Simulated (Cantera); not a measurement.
Mixture: C3H8 : O2 : N2 = 1 : 7.04 : 46.5 (molar parts), equivalence ratio 0.71, at 3.00 bar, adiabatic and at constant volume. Ignition delay is the time to a rise of 400 K.

Model: GRI-Mech 3.0 (53 species, 325 reactions), integrated in Cantera. GRI-Mech 3.0 was tuned for natural gas; its chemistry of propane as a main component is partial and can be far from experiment.

```
quantity                                                before       after
--------------------------------------------------  ----------  ----------
delay at 1225 K                                        2.85 ms     3.67 ms
delay at 1300 K                                       0.731 ms    0.934 ms
delay at 1375 K                                       0.227 ms    0.293 ms
delay at 1450 K                                        85.6 µs    0.112 ms
delay at 1525 K                                        38.4 µs     51.9 µs
delay at 1600 K                                        20.1 µs     28.0 µs
apparent activation energy between 1450 and 1600 K  190 kJ/mol  180 kJ/mol
```

**Question.** Which change was made?
A) pressure from 3.00 bar to 1.01 bar
B) pressure from 3.00 bar to 1.80 bar
C) C3H8 1 to 2.6 parts
D) O2 7.04 to 3.5 parts

**Answer.** B, pressure from 3.00 bar to 1.80 bar
